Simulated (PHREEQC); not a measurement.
Dissolve 0.0026 mol HF, 0.0005 mol NH4F, 0.00037 mol (NH4)2SiF6 and 0.00099 mol H2SO4 per kg of water at 25 °C. Closed to the air; pH follows from the charge balance.

The numbers come from PHREEQC with the ion-association model, wateq4f.dat.

This is a speciation only: nothing precipitates in the calculation.

Task: Order these F species by the share of F that they hold, largest first: HF, SiF6-2, HF2-, F-, H2F2.

Result: HF (45 %), SiF6-2 (37 %), F- (16 %), H2F2 (0.57 %), HF2- (0.30 %)

The pH is 2.70 and the ionic strength 0.00455 mol/kgw. Species that the database lacks are ignored. SiF6-2 is the database's only silicon fluoride.
